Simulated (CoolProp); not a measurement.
Properties of methanol along the isotherm 75.35 °C.

Model: reference Helmholtz-energy equation of state, de Reuck 1993, in CoolProp.

```csv
p (kPa),phase,cp (kJ/(kg K)),speed of sound (m/s),Joule-Thomson coefficient (K/MPa)
9130,liquid,2.890,1012,-0.2557
18300,liquid,___,1072,-0.2691
27400,liquid,2.844,1124,___
36500,liquid,2.826,1171,-0.2873
45600,liquid,___,1214,-0.2938
54800,liquid,2.798,1254,-0.2991
63900,liquid,___,1291,-0.3036
73000,liquid,___,___,-0.3074
82200,liquid,2.767,1361,___
```

Q: What belongs in the gaps?

A: 
- 18300, cp (kJ/(kg K)): 2.864
- 27400, Joule-Thomson coefficient (K/MPa): -0.2793
- 45600, cp (kJ/(kg K)): 2.811
- 63900, cp (kJ/(kg K)): 2.787
- 73000, cp (kJ/(kg K)): 2.777
- 73000, speed of sound (m/s): 1327
- 82200, Joule-Thomson coefficient (K/MPa): -0.3106
